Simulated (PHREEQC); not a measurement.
Dissolve 0.011 mol HBr, 0.0074 mol KF and 0.00012 mol NaOH per kg of water at 20 °C. Closed to the air; pH follows from the charge balance.

Model: ion-association model, phreeqc.dat, run in PHREEQC.

No solid was allowed to form.

Q: Order these F species by the share of F that they hold, largest first: HF, HF2-, F-.

A: HF (83 %), F- (16 %), HF2- (0.73 %)

The pH is 2.37 and the ionic strength 0.0122 mol/kgw.
